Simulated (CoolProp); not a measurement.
Vapour-liquid equilibrium of propylene (1) + propane (2) at 2.49 bar; x and y are mole fractions of (1).

Computed with CoolProp (multi-fluid Helmholtz-energy mixture model, Lemmon 2013 and Lemmon 2009; pair parameters Bell 2016).

```csv
x,"bubble temperature, mixture model (°C)","bubble temperature, Raoult's law (°C)","y, mixture model","y, Raoult's law"
0.05,-20.0,-19.8,0.066,0.062
0.2,-21.4,-20.9,0.246,0.238
0.35,-22.5,-21.8,0.406,0.403
0.5,-23.5,-22.8,0.552,0.556
0.65,-24.3,-23.7,0.690,0.700
0.8,-25.0,-24.6,0.823,0.834
0.95,-25.5,-25.4,0.955,0.960
```

The largest gap from Raoult's law is -0.7 K in bubble temperature, at x = 0.5. No azeotrope shows between x = 0.05 and 0.95.

The pair parameters rest on a limited set of measurements; away from them the model extrapolates.
